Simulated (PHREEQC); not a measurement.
**Leach liquor**

Solution (25 °C): 0.022 mol H2SO4, 0.065 mol ZnSO4 and 0.0032 mol MgSO4 per kg of water. It is in equilibrium with CO2 at log p = -2 (atm). Otherwise closed; pH follows from the charge balance.

Equilibrium calculation in PHREEQC: ion-association model, phreeqc.dat.

Each row changes one thing in this solution. Precipitation was switched off in this run.

| case | pH | ionic strength (mol/kgw) | SO4-2 (mol/kgw) | HSO4- (mol/kgw) | Mg+2 (mol/kgw) | MgSO4 (mol/kgw) |
|---|---|---|---|---|---|---|
| as made | 1.75 | 0.170 | 0.0309 | 0.0220 | 0.00181 | 0.00139 |
| diluted 5-fold with water | 2.29 | 0.0420 | 0.00982 | 0.00285 | 0.000411 | 0.000229 |
| H2SO4 left out | 4.85 | 0.142 | 0.0295 | 1.77e-5 | 0.00176 | 0.00145 |
| ZnSO4 replaced by Li2SO4 at the same molality | 1.87 | 0.196 | 0.0528 | 0.0272 | 0.00145 | 0.00175 |
| 0.00071 mol/kgw KOH added | 1.76 | 0.170 | 0.0311 | 0.0216 | 0.00180 | 0.00140 |
| ZnSO4 replaced by NaHSO4 at the same molality | 1.36 | 0.152 | 0.0306 | 0.0551 | 0.00176 | 0.00144 |
| diluted 10-fold with water | 2.53 | 0.0233 | 0.00576 | 0.00107 | 0.000223 | 9.69e-5 |
| H2SO4 from 0.022 to 0.0242 mol/kgw | 1.71 | 0.172 | 0.0310 | 0.0241 | 0.00181 | 0.00139 |

Species that the database lacks are ignored.
